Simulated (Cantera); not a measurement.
**Catalytic stagnation flow on Pt**

A jet of 1.39 % H2, 13.9 % O2, 84.7 % N2 at 300 K and 0.210 bar hits a platinum plate 5.1 cm away at a mass flux of 0.034 kg/m²/s; the plate temperature is set and raised in steps from an oxygen-covered start.

Cantera simulation using Deutschmann's 1995 Pt surface mechanism with GRI-Mech 3.0 gas chemistry; the numbers are that mechanism's predictions, not measurements. Catalytic surfaces can have several steady states; this one follows from the mechanism file's or the stated starting coverage.

```
plate T (K)  wall x H2  wall x O2  wall x H2O  wall x OH  θ free Pt   θ O*    θ OH*
-----------  ---------  ---------  ----------  ---------  ---------  -----  -------
500            0.00136      0.126      0.0247      <1e-8     0.0158  0.973   0.0115
550            0.00135      0.126      0.0245      <1e-8     0.0167  0.977  0.00659
600            0.00134      0.126      0.0244      <1e-8     0.0176  0.978  0.00411
650            0.00131      0.126      0.0243      <1e-8     0.0190  0.978  0.00278
700            0.00111      0.126      0.0245      <1e-8     0.0236  0.974  0.00215
750           0.000752      0.125      0.0251      <1e-8     0.0374  0.961  0.00196
```
x: mole fraction at the wall; θ: surface coverage.
